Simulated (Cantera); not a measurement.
A jet of 7.78 % CH₄, 5.70 % O₂, 86.5 % N₂, equivalence ratio 2.7 at 300 K and 0.450 bar hits a platinum plate 3.1 cm away at a mass flux of 0.086 kg/m²/s; the plate temperature is set and raised in steps from an oxygen-covered start.

Model: Deutschmann's 1995 Pt surface mechanism with GRI-Mech 3.0 gas chemistry, integrated in Cantera. Catalytic surfaces can have several steady states; this one follows from the mechanism file's or the stated starting coverage.

x: mole fraction at the wall; θ: surface coverage.

```
plate T (K)  wall x CH₄  wall x O₂  wall x H₂O  wall x OH  wall x CO  wall x CO₂  θ free Pt  θ H*   θ CO*   θ C*
-----------  ----------  ---------  ----------  ---------  ---------  ----------  ---------  ----  ------  -----
900              0.0469     0.0112      0.0512      <1e-8     0.0323     1.52e-5      0.135     …  0.0892  0.775
950              0.0429    0.00988      0.0496      <1e-8     0.0364     1.25e-5      0.150     …  0.0501  0.798
1000             0.0365    0.00794      0.0469      <1e-8     0.0430     1.39e-5      0.175     …  0.0356  0.787
1050             0.0272    0.00555      0.0422      <1e-8     0.0524     2.08e-5      0.220     …  0.0326  0.744
1100             0.0114    0.00224      0.0332      <1e-8     0.0684     8.13e-5      0.367     …  0.0599  0.569
```

Some entries are withheld; supply them.


- 900, θ H*: 0.00160
- 950, θ H*: 0.00213
- 1000, θ H*: 0.00260
- 1050, θ H*: 0.00315
- 1100, θ H*: 0.00445
